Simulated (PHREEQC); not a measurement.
**Alkaline etch or developer**

Dissolve 0.017 mol/kgw NH3, 0.0003 mol/kgw K2SiO3 and 0.29 mol/kgw (CH3)4NCl at 45 °C. Closed to the air; pH follows from the charge balance.

Equilibrium calculation in PHREEQC: ion-association model, wateq4f.dat.

```yaml
pH: 10.22
ionic_strength: 0.291 mol/kgw
activity_of_water: 0.990
total_alkalinity: 17.6 meq/kg
```

```csv
species,molality,activity,log γ
Cl-,0.290,0.196,-0.171
(CH3)4N+,0.290,0.198,-0.166
NH3,0.0164,0.0164,0.000
OH-,0.000969,0.000647,-0.176
NH4+,0.000635,0.000461,-0.139
K+,0.000600,0.000405,-0.171
H3SiO4-,0.000261,0.000178,-0.166
H4SiO4,3.67e-5,3.92e-5,0.029
H2SiO4-2,2.44e-6,6.40e-7,-0.581
```

No solid was allowed to form. (CH3)4N+ isn't in the database: it is added as a free cation with an ion size of 4 Å. At this temperature some constants are extrapolated from 25 °C, and those without enthalpy data are left unchanged.
